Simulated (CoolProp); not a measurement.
Aqueous lithium chloride as a coolant, at 7 °C, 1 atm.

Computed with CoolProp (Melinder's fits for secondary coolants).

| mass % | freezing point (°C) | density (kg/m³) | conductivity (W/(m K)) | viscosity (mPa s) | cp (kJ/(kg K)) |
|---|---|---|---|---|---|
| 2.3 | -1.9 | 1013 | 0.569 | 1.53 | 4.065 |
| 4.5 | -4.4 | 1026 | 0.565 | 1.63 | 3.941 |
| 6.7 | -7.3 | 1039 | 0.560 | 1.75 | 3.820 |
| 8.9 | -10.4 | 1052 | 0.556 | 1.88 | 3.703 |
| 11.1 | -14.2 | 1065 | 0.552 | 2.04 | (withheld) |
| 13.3 | -19.1 | 1078 | (withheld) | (withheld) | 3.478 |
| 15.5 | -25.5 | 1091 | 0.543 | 2.41 | 3.372 |
| 17.6 | -33.3 | 1104 | 0.539 | 2.63 | 3.276 |
| 19.8 | -42.9 | 1118 | 0.535 | (withheld) | 3.187 |

### Question
Fill in the missing entries.

### Answer

- 11.1, cp (kJ/(kg K)): 3.589
- 13.3, conductivity (W/(m K)): 0.547
- 13.3, viscosity (mPa s): 2.21
- 19.8, viscosity (mPa s): 2.88
